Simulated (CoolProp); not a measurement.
Vapour-liquid equilibrium of propane (1) + n-pentane (2) at 0.0174 MPa; x and y are mole fractions of (1).

Values from CoolProp's multi-fluid Helmholtz-energy mixture model, Lemmon 2009 and Thol 2019; pair parameters Kunz 2012.

```tsv
x	bubble temperature, mixture model (°C)	bubble temperature, Raoult's law (°C)	y, mixture model	y, Raoult's law
0.05	___	-24.0	0.689	0.606
0.15	-47.2	-41.9	0.917	0.883
0.25	___	-51.4	0.960	0.947
0.35	___	-57.6	0.976	0.972
0.45	-64.4	-62.2	___	0.983
0.55	-67.2	-65.7	0.990	0.990
0.65	-69.4	-68.5	0.993	0.994
0.75	___	-70.9	___	0.997
0.85	-73.1	-73.0	0.998	0.998
0.95	-74.8	-74.7	___	1.000
```

Task: Complete the blanks.

Result: 
- 0.05, bubble temperature, mixture model (°C): -28.3
- 0.25, bubble temperature, mixture model (°C): -55.7
- 0.35, bubble temperature, mixture model (°C): -60.9
- 0.45, y, mixture model: 0.985
- 0.75, bubble temperature, mixture model (°C): -71.4
- 0.75, y, mixture model: 0.995
- 0.95, y, mixture model: 0.999

The largest gap from Raoult's law is -5.3 K in bubble temperature, at x = 0.15. No azeotrope shows between x = 0.05 and 0.95.

Pair parameters are fitted to limited data, so mixtures are less certain than the pure fluids.
